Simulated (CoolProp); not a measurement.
Vapour-liquid equilibrium of n-butane (1) + cis-2-butene (2) at 264.6 K; x and y are mole fractions of (1).

Model: multi-fluid Helmholtz-energy mixture model, Bücker 2006 and Lemmon 2005; pair parameters Bell 2016, in CoolProp.

```json
[
 {"x": "0.05", "bubble pressure, mixture model (MPa)": "0.06288", "bubble pressure, Raoult's law (MPa)": "0.06244", "y, mixture model": "0.065", "y, Raoult's law": "0.059"},
 {"x": "0.15", "bubble pressure, mixture model (MPa)": "0.06472", "bubble pressure, Raoult's law (MPa)": "0.06364", "y, mixture model": "0.184", "y, Raoult's law": "0.174"},
 {"x": "0.25", "bubble pressure, mixture model (MPa)": "0.06630", "bubble pressure, Raoult's law (MPa)": "0.06484", "y, mixture model": "0.292", "y, Raoult's law": "0.285"},
 {"x": "0.35", "bubble pressure, mixture model (MPa)": "0.06769", "bubble pressure, Raoult's law (MPa)": "0.06603", "y, mixture model": "0.394", "y, Raoult's law": "0.391"},
 {"x": "0.45", "bubble pressure, mixture model (MPa)": "0.06891", "bubble pressure, Raoult's law (MPa)": "0.06723", "y, mixture model": "0.492", "y, Raoult's law": "0.494"},
 {"x": "0.55", "bubble pressure, mixture model (MPa)": "0.06999", "bubble pressure, Raoult's law (MPa)": "0.06842", "y, mixture model": "0.587", "y, Raoult's law": "0.593"},
 {"x": "0.65", "bubble pressure, mixture model (MPa)": "0.07097", "bubble pressure, Raoult's law (MPa)": "0.06962", "y, mixture model": "0.680", "y, Raoult's law": "0.689"},
 {"x": "0.75", "bubble pressure, mixture model (MPa)": "0.07186", "bubble pressure, Raoult's law (MPa)": "0.07082", "y, mixture model": "0.772", "y, Raoult's law": "0.782"},
 {"x": "0.85", "bubble pressure, mixture model (MPa)": "0.07267", "bubble pressure, Raoult's law (MPa)": "0.07201", "y, mixture model": "0.863", "y, Raoult's law": "0.871"},
 {"x": "0.95", "bubble pressure, mixture model (MPa)": "0.07344", "bubble pressure, Raoult's law (MPa)": "0.07321", "y, mixture model": "0.955", "y, Raoult's law": "0.958"}
]
```

The largest gap from Raoult's law is +2.5 % in bubble pressure, at x = 0.35. No azeotrope shows between x = 0.05 and 0.95.

The pair parameters rest on a limited set of measurements; away from them the model extrapolates.
